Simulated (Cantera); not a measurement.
Feed: 1 mol CF4, 0.025 mol HCl, equilibrated at 1.10 Pa.

Equilibrium computed with Cantera from the NASA thermochemical tables; the gas is ideal and each condensed phase is pure. Candidate condensed phases: C, C6H6, C7H8, C8H18; 118 gas species. Gases not in the tables: C2F6 and larger saturated fluorocarbons. The numbers say what is thermodynamically allowed, not how fast it happens.

x: gas mole fraction; n: condensed amount in mol.

```tsv
T (K)	x F	x CF4	x CF2	x HF	x Cl	x CF	x CF3	n C(graphite)
1125	2.17e-6	0.953	6.93e-6	0.0238	0.0211	3.82e-12	1.20e-6	0.00611
1225	3.43e-5	0.952	8.08e-5	0.0239	0.0235	2.67e-10	8.78e-6	0.00617
1325	0.000357	0.951	0.000648	0.0239	0.0238	9.83e-9	4.74e-5	0.00598
1425	0.00268	0.946	0.00385	0.0239	0.0238	2.17e-7	0.000200	0.00488
1525	0.0153	0.919	0.0178	0.0235	0.0234	3.15e-6	0.000689	0.000645
1625	0.0795	0.825	0.0498	0.0219	0.0219	2.14e-5	0.00166	0
1725	___	___	___	___	___	___	0.00333	0
1825	0.581	0.139	0.255	0.0104	0.0104	0.00104	0.00314	0.0447
1925	___	___	___	___	___	___	___	___
2025	0.919	0.000228	0.0622	0.00660	0.00660	0.00482	0.000110	0.745
2125	0.955	7.64e-6	0.0246	0.00636	0.00636	0.00791	1.62e-5	0.872
```

What belongs in the gaps?


- 1925, x F: 0.824
- 1925, x CF4: 0.00734
- 1925, x CF2: 0.151
- 1925, x HF: 0.00729
- 1925, x Cl: 0.00729
- 1925, x CF: 0.00260
- 1925, x CF3: 0.000746
- 1925, n C(graphite): 0.446
- 1725, x F: 0.271
- 1725, x CF4: 0.549
- 1725, x CF2: 0.142
- 1725, x HF: 0.0174
- 1725, x Cl: 0.0174
- 1725, x CF: 0.000169
